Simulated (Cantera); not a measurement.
Input: 1 mol BF3, 0.052 mol O2, a varied amount of H2, at 950 K and 0.00840 bar.

Equilibrium computed with Cantera from the NASA thermochemical tables; the gas is ideal and each condensed phase is pure. Candidate condensed phases: B, B2O3, B3O3H3, H2O; 43 gas species. The numbers say what is thermodynamically allowed, not how fast it happens.

x: gas mole fraction; nothing condenses.

| n(H2) (mol) | x H2 | x BF3 | x HF | x B3O3F3 | x H2O |
|---|---|---|---|---|---|
| 0.48 | 0.249 | 0.610 | 0.107 | 0.0178 | 0.0153 |
| 1.1 | 0.468 | 0.431 | 0.0776 | 0.0129 | 0.0101 |
| 2.4 | ? | ? | ? | ? | ? |
| 5.4 | 0.824 | 0.142 | 0.0271 | 0.00447 | 0.00263 |
| 12 | 0.913 | 0.0698 | 0.0138 | 0.00226 | 0.00110 |
| 27 | 0.959 | ? | ? | ? | ? |
| 59 | 0.981 | 0.0151 | 0.00315 | 0.000503 | 0.000162 |

Question: Fill in the missing entries.

Answer: 
- 27, x BF3: 0.0324
- 27, x HF: 0.00659
- 27, x B3O3F3: 0.00107
- 27, x H2O: 0.000422
- 2.4, x H2: 0.670
- 2.4, x BF3: 0.267
- 2.4, x HF: 0.0493
- 2.4, x B3O3F3: 0.00817
- 2.4, x H2O: 0.00566
